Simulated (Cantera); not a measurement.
A Cantera script and what it prints.

```python
import numpy as np
import cantera as ct

gas_names = [...]  # 87 gases of nasa_gas.yaml made of C, H, Si
cond_names = """
    C(gr) C6H6(L) C7H8(L) C8H18(L),n-octa Si(cr) Si(L) SiC(b)
""".split()


# ... load() reads the species with a 1 bar reference pressure and builds the phases ...
atoms = {
    'SiH4': {'Si': 1, 'H': 4},
    'C2H4': {'C': 2, 'H': 4},
    'H2': {'H': 2},
}
top_T = {'C(gr)': 4500, 'SiC(b)': 3050}  # K; cautious upper limits of use, not melting points


# ... equilibrate(T, P, feed) seeds the gas with the atoms and calls Mixture.equilibrate('TP', solver="vcs", rtol=1e-11, max_steps=5000) ...
results = []
feed = {'SiH4': 1, 'C2H4': 0.031, 'H2': 29}  # mol
T = 975  # K
P = 160  # Pa
mix = equilibrate(T, P, feed)
results.append((T, P, feed, dict(zip(mix.species_names, mix.species_moles))))
print(gas.report(threshold=1e-05))
for i in range(1, mix.n_phases):
    print(f"{mix.phase(i).name:16s} {mix.phase_moles(i):12.5e} mol")
```

It prints:

```
       temperature   975 K
          pressure   160 Pa
           density   3.979e-05 kg/m^3
  mean mol. weight   2.016 kg/kmol
   phase of matter   gas

                          1 kg             1 kmol
                     ---------------   ---------------
          enthalpy        9.8872e+06        1.9933e+07  J
   internal energy        5.8661e+06        1.1826e+07  J
           entropy        1.0863e+05          2.19e+05  J/K
    Gibbs function       -9.6027e+07       -1.9359e+08  J
 heat capacity c_p             14955             30149  J/K
 heat capacity c_v             10831             21835  J/K

                      mass frac. Y      mole frac. X     chem. pot. / RT
                     ---------------   ---------------   ---------------
                H2                 1                 1           -23.881
     [  +86 minor]        5.2251e-07        9.1806e-08

C(gr)             0.00000e+00 mol
Si(cr)            9.38002e-01 mol
SiC(b)            6.19981e-02 mol
```

Method: chemical equilibrium by Gibbs-energy minimisation in Cantera with the NASA 1993 tables (ideal gas, pure condensed phases).
